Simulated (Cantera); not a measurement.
## Diamond growth

A diamond (100) surface in a fixed gas of H2 with x(CH4) = 0.005, x(H) = 0.0033, at 1300 K, 0.247 atm; coverages are run to steady state.

Model: the Harris–Goodwin 1993 mechanism for the reconstructed diamond (100) surface, integrated in Cantera.

| x(CH3) | growth (µm/h) | θ c6HH | θ c6H* | θ c6*H | θ c6** | θ c6HM |
|---|---|---|---|---|---|---|
| 1e-06 | 0.0856 | 0.392 | 0.0488 | 0.519 | 0.0403 | 9.80e-6 |
| 2.6e-06 | 0.222 | 0.392 | 0.0488 | 0.519 | 0.0403 | 2.55e-5 |
| 6.8e-06 | 0.582 | 0.392 | 0.0488 | 0.519 | 0.0403 | 6.66e-5 |
| 1.8e-05 | 1.54 | 0.391 | 0.0488 | 0.519 | 0.0403 | 0.000176 |
| 4.6e-05 | 3.93 | 0.391 | 0.0487 | 0.519 | 0.0402 | 0.000450 |
| 0.00012 | 10.2 | 0.391 | 0.0487 | 0.518 | 0.0399 | 0.00117 |
| 0.00032 | 26.9 | 0.390 | 0.0484 | 0.516 | 0.0393 | 0.00309 |
| 0.00082 | 66.9 | 0.387 | 0.0480 | 0.510 | 0.0377 | 0.00775 |
| 0.0022 | 167 | 0.379 | 0.0467 | 0.497 | 0.0339 | 0.0197 |
θ: site fractions in the mechanism's names (c6HH fully hydrogenated, c6H* and c6*H radical sites, c6** diradical, c6HM methylated).
